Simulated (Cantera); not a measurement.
A closed system holds: 1 mol HMDSO, 14 mol H2O, 0.31 mol H2, held at 1775 K.

Cantera equilibrium calculation (NASA polynomials, part measured and part estimated; ideal gas, pure solids and liquids). Candidate condensed phases: C, C6H6, C7H8, C8H18, H2O, Si, SiC, SiO2; 123 gas species. The feed counts by its element totals alone. The tables hold silica as quartz up to 1696 K and as liquid above; real silica turns to tridymite and cristobalite and melts near 1996 K. Gases not in the tables: Si(OH)4. Equilibrium is a limit: real reactors are often held back by kinetics, nucleation or transport.

Q: At 100000 Pa, list the 4 most abundant gas species with their mole fractions, and the condensed phases.

A: H2 0.637, CO 0.192, H2O 0.158, CO2 0.0128. Condensed: SiO2(condensed).
